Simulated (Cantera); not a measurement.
Input: 1 mol SiO2, 0.51 mol C, 0.11 mol H2, at 40.5 Torr.

Equilibrium computed with Cantera from the NASA thermochemical tables; the gas is ideal and each condensed phase is pure. Candidate condensed phases: C, C6H6, C7H8, C8H18, H2O, Si, SiC, SiO2; 123 gas species. Mutual solubility and eutectic melting of coexisting phases are not modelled. The tables hold silica as quartz up to 1696 K and as liquid above; real silica turns to tridymite and cristobalite and melts near 1996 K. Kinetics and transport are ignored.

Question: Which condensed phases are stable at each of these points (T (°C)): 1525, 1600, 1675, 1750, 1825, 1900, 1975, 2050, 2125, 2200?

Answer: 
```
T (°C)          condensed phases  Si condensed (%)
------  ------------------------  ----------------
1525    SiC(s) + SiO2(condensed)              57.2
1600             SiO2(condensed)              49.0
1675             SiO2(condensed)              49.0
1750                     SiO2(l)              48.9
1825                     SiO2(l)              48.7
1900                     SiO2(l)              48.3
1975                     SiO2(l)              47.3
2050                     SiO2(l)              45.3
2125                     SiO2(l)              41.7
2200                     SiO2(l)              36.1
```

At 1525 °C the condensed part is SiC(s) + SiO2(condensed). From 1600 °C to 1675 °C the condensed part is SiO2(condensed). From 1750 °C to 2200 °C the condensed part is SiO2(l).
